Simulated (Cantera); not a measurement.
Mixture: CH₄ : O₂ : N₂ : CO₂ = 1 : 3.51 : 13.2 : 0.43 (molar parts), at 750 Torr, adiabatic and at constant pressure. Ignition delay is the time to a rise of 400 K.

Model: GRI-Mech 3.0 (53 species, 325 reactions), integrated in Cantera.

Task: What does this change do: pressure from 750 Torr to 428 Torr?

Result: 
| quantity | before | after |
|---|---|---|
| delay at 1125 K | 0.108 s | 0.178 s |
| delay at 1225 K | 24.9 ms | 39.1 ms |
| delay at 1325 K | 6.69 ms | 10.3 ms |
| delay at 1425 K | 2.12 ms | 3.25 ms |
| delay at 1525 K | 0.795 ms | 1.25 ms |
| apparent activation energy between 1475 and 1575 K | 170 kJ/mol | 170 kJ/mol |

Task: What does this change do: pressure from 750 Torr to 26300 Torr?

Result: 
```json
[
 {"quantity": "delay at 1125 K", "before": "0.108 s", "after": "2.91 ms"},
 {"quantity": "delay at 1225 K", "before": "24.9 ms", "after": "0.792 ms"},
 {"quantity": "delay at 1325 K", "before": "6.69 ms", "after": "0.264 ms"},
 {"quantity": "delay at 1425 K", "before": "2.12 ms", "after": "0.101 ms"},
 {"quantity": "delay at 1525 K", "before": "0.795 ms", "after": "42.7 µs"},
 {"quantity": "apparent activation energy between 1475 and 1575 K", "before": "170 kJ/mol", "after": "160 kJ/mol"}
]
```
The pressure lies above the range GRI-Mech 3.0 was tuned for (to about 10 atm).
